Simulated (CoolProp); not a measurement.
Vapour-liquid equilibrium of n-heptane (1) + p-xylene (2) at 854 kPa; x and y are mole fractions of (1).

The numbers come from the multi-fluid Helmholtz-energy mixture model, Span 2003 and Zhou 2012; pair parameters Bell 2016 in CoolProp.

```json
[
 {"x": "0.05", "bubble temperature, mixture model (°C)": "[?]", "bubble temperature, Raoult's law (°C)": "237.2", "y, mixture model": "[?]", "y, Raoult's law": "0.104"},
 {"x": "0.2", "bubble temperature, mixture model (°C)": "226.1", "bubble temperature, Raoult's law (°C)": "227.5", "y, mixture model": "[?]", "y, Raoult's law": "0.360"},
 {"x": "0.35", "bubble temperature, mixture model (°C)": "[?]", "bubble temperature, Raoult's law (°C)": "219.1", "y, mixture model": "[?]", "y, Raoult's law": "0.551"},
 {"x": "0.5", "bubble temperature, mixture model (°C)": "[?]", "bubble temperature, Raoult's law (°C)": "211.7", "y, mixture model": "0.653", "y, Raoult's law": "0.698"},
 {"x": "0.65", "bubble temperature, mixture model (°C)": "204.2", "bubble temperature, Raoult's law (°C)": "205.1", "y, mixture model": "[?]", "y, Raoult's law": "0.813"},
 {"x": "0.8", "bubble temperature, mixture model (°C)": "198.7", "bubble temperature, Raoult's law (°C)": "199.1", "y, mixture model": "0.875", "y, Raoult's law": "0.905"},
 {"x": "0.95", "bubble temperature, mixture model (°C)": "[?]", "bubble temperature, Raoult's law (°C)": "193.8", "y, mixture model": "0.970", "y, Raoult's law": "0.979"}
]
```

Q: Complete the blanks.

A: 
- 0.05, bubble temperature, mixture model (°C): 236.7
- 0.05, y, mixture model: 0.098
- 0.2, y, mixture model: 0.334
- 0.35, bubble temperature, mixture model (°C): 217.5
- 0.35, y, mixture model: 0.512
- 0.5, bubble temperature, mixture model (°C): 210.4
- 0.65, y, mixture model: 0.771
- 0.95, bubble temperature, mixture model (°C): 193.7

The largest gap from Raoult's law is -1.6 K in bubble temperature, at x = 0.35. No azeotrope shows between x = 0.05 and 0.95.

Pair parameters are fitted to limited data, so mixtures are less certain than the pure fluids.
